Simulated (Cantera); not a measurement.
What does this Cantera script print?

```python
import numpy as np
import cantera as ct

gas_names = """
    C CH CH2 CH3 CH4 C2 C2H C2H2,acetylene C2H2,vinylidene C2H3,vinyl C2H4 C2H5 C2H6 C3 C3H3,propargyl
    C3H4,allene C3H4,propyne C3H4,cyclo- C3H5,allyl C3H6,propylene C3H6,cyclo- C3H7,n-propyl
    C3H7,i-propyl C3H8 C4 C4H2 C4H4,1,3-cyclo- C4H6,butadiene C4H6,2-butyne C4H6,cyclo- C4H8,1-butene
    C4H8,cis2-buten C4H8,tr2-butene C4H8,isobutene C4H8,cyclo- C4H9,n-butyl C4H9,i-butyl C4H9,s-butyl
    C4H9,t-butyl C4H10,isobutane C4H10,n-butane C5 C5H6,1,3cyclo- C5H8,cyclo- C5H10,1-pentene
    C5H10,cyclo- C5H11,pentyl C5H11,t-pentyl C5H12,n-pentane C5H12,i-pentane CH3C(CH3)2CH3 C6H2
    C6H5,phenyl C6H6 C6H10,cyclo- C6H12,1-hexene C6H12,cyclo- C6H13,n-hexyl C7H7,benzyl C7H8
    C7H14,1-heptene C7H15,n-heptyl C7H16,n-heptane C8H8,styrene C8H10,ethylbenz C8H16,1-octene
    C8H17,n-octyl C8H18,isooctane C8H18,n-octane C9H19,n-nonyl C10H8,naphthale C10H21,n-decyl
    C12H9,o-bipheny C12H10,bipheny H H2
""".split()
cond_names = """
    C(gr) C6H6(L) C7H8(L) C8H18(L),n-octa
""".split()


def load(file, names, dense=False):
    # The tables refer to 1 bar. Condensed volumes are neglected.
    table = {s.name: s for s in ct.Species.list_from_file(file)}
    out = []
    for n in names:
        d = dict(table[n].input_data)
        d["thermo"] = dict(d["thermo"], **{"reference-pressure": 1e5})
        if dense:
            d["equation-of-state"] = {"model": "constant-volume", "density": "1e6 g/cm^3"}
        out.append(ct.Species.from_dict(d))
    return out


gas = ct.Solution(thermo="ideal-gas", species=load("nasa_gas.yaml", gas_names))
cond = {s.name: ct.Solution(thermo="fixed-stoichiometry", species=[s], name=s.name)
        for s in load("nasa_condensed.yaml", cond_names, dense=True)}
atoms = {
    'C2H6': {'C': 2, 'H': 6},
    'H2': {'H': 2},
}
top_T = {'C(gr)': 4500}  # K; cautious upper limits of use, not melting points


def equilibrate(T, P, feed):
    n = {}
    for name, mol in feed.items():
        for a, k in atoms[name].items():
            n[a] = n.get(a, 0.0) + k * mol
    gas.TPX = T, P, n
    mass = sum(n.values()) * gas.mean_molecular_weight
    gas.equilibrate("TP")
    valid = [c for c in cond.values() if c.min_temp <= T <= top_T.get(c.name, c.max_temp)]
    mix = ct.Mixture([(gas, mass / gas.mean_molecular_weight)] + [(c, 0.0) for c in valid])
    mix.T, mix.P = T, P
    mix.equilibrate("TP", solver="vcs", rtol=1e-11, max_steps=5000)
    return mix


results = []
feed = {'C2H6': 1, 'H2': 6}  # mol
P = 1333.22  # Pa
for T in [1973, 2048, 2123, 2198, 2273, 2348, 2423, 2498, 2573, 2648]:
    mix = equilibrate(T, P, feed)
    results.append((T, P, feed, dict(zip(mix.species_names, mix.species_moles))))
    x = sorted(zip(gas.X, gas.species_names), reverse=True)
    print(f"T = {T:g} K  P = {P:g} Pa  gas = {mix.phase_moles(0):.4g} mol")
    print("   x: " + "  ".join(f"{s} {v:.3e}" for v, s in x if v > 1e-06))
    print("   condensed (mol): " + ("  ".join(f"{mix.phase(i).name} {mix.phase_moles(i):.4g}"
          for i in range(1, mix.n_phases) if mix.phase_moles(i) > 1e-12) or "none"))
```

Result:

```
T = 1973 K  P = 1333.22 Pa  gas = 9.053 mol
   x: H2 9.877e-01  H 1.161e-02  C2H2,acetylene 6.327e-04  CH4 5.938e-06  CH3 1.387e-06
   condensed (mol): C(gr) 1.988
T = 2048 K  P = 1333.22 Pa  gas = 9.087 mol
   x: H2 9.798e-01  H 1.920e-02  C2H2,acetylene 1.027e-03  CH4 4.797e-06  CH3 1.847e-06
   condensed (mol): C(gr) 1.981
T = 2123 K  P = 1333.22 Pa  gas = 9.14 mol
   x: H2 9.678e-01  H 3.057e-02  C2H2,acetylene 1.603e-03  CH4 3.902e-06  CH3 2.393e-06  C2H 1.404e-06  C4H2 1.076e-06
   condensed (mol): C(gr) 1.971
T = 2198 K  P = 1333.22 Pa  gas = 9.217 mol
   x: H2 9.506e-01  H 4.702e-02  C2H2,acetylene 2.409e-03  C2H 4.105e-06  CH4 3.181e-06  CH3 3.015e-06  C4H2 2.487e-06
   condensed (mol): C(gr) 1.955
T = 2273 K  P = 1333.22 Pa  gas = 9.327 mol
   x: H2 9.265e-01  H 7.003e-02  C2H2,acetylene 3.493e-03  C2H 1.113e-05  C4H2 5.385e-06  CH3 3.690e-06  CH4 2.584e-06  C2H2,vinylidene 1.166e-06
   condensed (mol): C(gr) 1.934
T = 2348 K  P = 1333.22 Pa  gas = 9.479 mol
   x: H2 8.939e-01  H 1.011e-01  C2H2,acetylene 4.885e-03  C2H 2.811e-05  C4H2 1.096e-05  CH3 4.379e-06  C3 2.990e-06  C2H2,vinylidene 2.199e-06  CH4 2.081e-06  C 1.348e-06
   condensed (mol): C(gr) 1.906
T = 2423 K  P = 1333.22 Pa  gas = 9.687 mol
   x: H2 8.516e-01  H 1.417e-01  C2H2,acetylene 6.590e-03  C2H 6.651e-05  C4H2 2.100e-05  C3 1.082e-05  CH3 5.026e-06  C 4.187e-06  C2H2,vinylidene 3.924e-06  CH2 1.690e-06  CH4 1.650e-06
   condensed (mol): C(gr) 1.87
T = 2498 K  P = 1333.22 Pa  gas = 9.962 mol
   x: H2 7.983e-01  H 1.928e-01  C2H2,acetylene 8.564e-03  C2H 1.479e-04  C4H2 3.794e-05  C3 3.614e-05  C 1.214e-05  C2H2,vinylidene 6.630e-06  CH3 5.558e-06  C2 3.329e-06  CH2 2.779e-06  CH 1.523e-06  CH4 1.279e-06
   condensed (mol): C(gr) 1.823
T = 2573 K  P = 1333.22 Pa  gas = 10.32 mol
   x: H2 7.339e-01  H 2.549e-01  C2H2,acetylene 1.070e-02  C2H 3.101e-04  C3 1.123e-04  C4H2 6.462e-05  C 3.309e-05  C2H2,vinylidene 1.060e-05  C2 1.049e-05  CH3 5.899e-06  CH2 4.334e-06  CH 3.345e-06
   condensed (mol): C(gr) 1.766
T = 2648 K  P = 1333.22 Pa  gas = 10.77 mol
   x: H2 6.590e-01  H 3.270e-01  C2H2,acetylene 1.284e-02  C2H 6.145e-04  C3 3.265e-04  C4H2 1.037e-04  C 8.514e-05  C2 3.094e-05  C2H2,vinylidene 1.603e-05  CH 6.922e-06  CH2 6.402e-06  CH3 5.980e-06  C5 1.786e-06
   condensed (mol): C(gr) 1.693
```

Cantera equilibrium calculation (NASA polynomials, part measured and part estimated; ideal gas, pure solids and liquids).
